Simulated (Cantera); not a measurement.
# Hydrocarbon pyrolysis for carbon deposition

An isothermal, constant-pressure homogeneous reactor starts with 58.1 % C2H4, 41.9 % H2, at 1375 K and 0.0592 atm.

Computed with Cantera and GRI-Mech 3.0 (53 species, 325 reactions). GRI-Mech 3.0 was tuned for natural gas; its chemistry of ethylene as a main component is partial and can be far from experiment. GRI-Mech 3.0 stops at C3 and has no aromatics, soot or wall deposition, so with more carbon than oxygen in the feed, carbon stays in small species such as C2H2 where larger ones or solid carbon would form.

```tsv
t (s)	x C2H4	x H2	x C2H2	x CH2	x H	x CH3
1.00e-5	0.581	0.419	1.61e-6	<1e-12	3.28e-10	<1e-12
3.51e-5	0.581	0.419	5.65e-6	<1e-12	9.85e-10	<1e-12
0.000123	0.581	0.419	1.99e-5	<1e-12	3.36e-9	<1e-12
0.000433	0.581	0.419	6.99e-5	<1e-12	1.17e-8	5.84e-12
0.00152	0.581	0.419	0.000249	1.84e-12	4.12e-8	6.53e-11
0.00534	0.580	0.419	0.000910	6.89e-12	1.50e-7	7.73e-10
0.0187	0.575	0.421	0.00376	3.28e-11	7.16e-7	1.07e-8
0.0658	0.536	0.435	0.0290	2.37e-10	5.68e-6	2.49e-7
0.231	0.318	0.514	0.167	2.30e-10	1.05e-5	9.30e-7
0.811	0.0601	0.607	0.329	7.08e-11	1.35e-5	1.73e-6
2.85	0.0147	0.622	0.358	5.75e-11	1.54e-5	2.66e-6
10.0	0.0145	0.619	0.357	9.13e-11	1.51e-5	4.76e-6
```
x: mole fraction; the columns are a selection and need not sum to one.

Equilibrium at this temperature and pressure: C2H4 0.0134, H2 0.577, C2H2 0.352, CH2 2.74e-10, H 1.07e-5, CH3 2.13e-5 (gas phase only).
